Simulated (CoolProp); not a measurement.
Vapour-liquid equilibrium of R143a (1) + isobutene (2) at 287.9 K; x and y are mole fractions of (1).

Values from CoolProp's multi-fluid Helmholtz-energy mixture model, Lemmon and Jacobsen 2000 and Lemmon 2005; pair parameters Bell 2016.

```tsv
x	bubble pressure, mixture model (bar)	bubble pressure, Raoult's law (bar)	y, mixture model	y, Raoult's law
0.05	3.071	2.576	0.295	0.186
0.2	4.938	3.680	0.594	0.520
0.35	6.146	4.785	0.704	0.700
0.5	7.048	5.889	0.772	0.813
0.65	7.831	6.993	0.831	0.889
0.8	8.584	8.098	0.894	0.945
0.95	9.328	9.202	0.970	0.988
```

The largest gap from Raoult's law is +34.2 % in bubble pressure, at x = 0.2. No azeotrope shows between x = 0.05 and 0.95.

The pair parameters rest on a limited set of measurements; away from them the model extrapolates.
